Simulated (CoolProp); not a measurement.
Saturation properties of carbonyl sulfide (Tc = 378.8 K, pc = 6369 kPa, ω = 0.098).

Model: reference Helmholtz-energy equation of state, Lemmon 2006, in CoolProp. It is a short technical equation, of lower accuracy than the large ones.

```
T (K)  p (kPa)  vapour Z  surface tension (mN/m)
-----  -------  --------  ----------------------
276.3    713.3    0.8898                    11.5
282.6    852.8    0.8754                    10.5
289       1014         …                    9.56
295.3     1193    0.8428                    8.63
301.6        …    0.8248                    7.73
307.9     1619    0.8054                    6.85
314.2     1869    0.7845                    6.01
320.6        …    0.7617                    5.19
326.9     2457    0.7374                    4.42
333.2     2793         …                    3.68
```

Complete the blanks.


- 289, vapour Z: 0.8596
- 301.6, p (kPa): 1395
- 320.6, p (kPa): 2151
- 333.2, vapour Z: 0.7112

It boils at 223.0 K under 1 atm.

Surface tension comes from a separate correlation (Mulero 2012).
